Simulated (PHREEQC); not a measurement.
Make-up at 25 °C: 0.0032 mol MgCl2, 0.16 mol Na2SO4 and 0.0031 mol MgSO4 per kg of water. Closed to the air; pH follows from the charge balance.

Computed with PHREEQC (ion-association model, phreeqc.dat).

Each row changes one thing in this solution. No solid was allowed to form.

```tsv
case	ionic strength (mol/kgw)	SO4-2 (mol/kgw)	MgSO4 (mol/kgw)	Mg+2 (mol/kgw)	HSO4- (mol/kgw)	MgOH+ (mol/kgw)
as made	0.409	0.120	0.00398	0.00232	2.22e-7	5.52e-8
Na2SO4 left out	0.0182	0.00214	0.000961	0.00534	1.98e-8	9.45e-8
temperature from 25 to 40 °C	0.404	0.118	0.00439	0.00191	4.60e-7	1.06e-7
MgCl2 from 0.0032 to 0.0064 mol/kgw	0.411	0.119	0.00596	0.00354	2.31e-7	7.99e-8
temperature from 25 to 75 °C	0.397	0.116	0.00501	0.00129	2.02e-6	4.58e-7
MgSO4 left out	0.404	0.119	0.00202	0.00118	2.12e-7	2.94e-8
MgCl2 from 0.0032 to 0.0048 mol/kgw	0.410	0.120	…	0.00293	2.27e-7	…
diluted 10-fold with water	0.0469	0.0149	0.000280	0.000350	6.72e-8	9.15e-9
```

**Question.** Complete the blanks.

**Answer.** 
- MgCl2 from 0.0032 to 0.0048 mol/kgw, MgSO4 (mol/kgw): 0.00497
- MgCl2 from 0.0032 to 0.0048 mol/kgw, MgOH+ (mol/kgw): 6.78e-8

Away from 25 °C the constants follow the database's enthalpies or fits; those with neither stay at their 25 °C values.
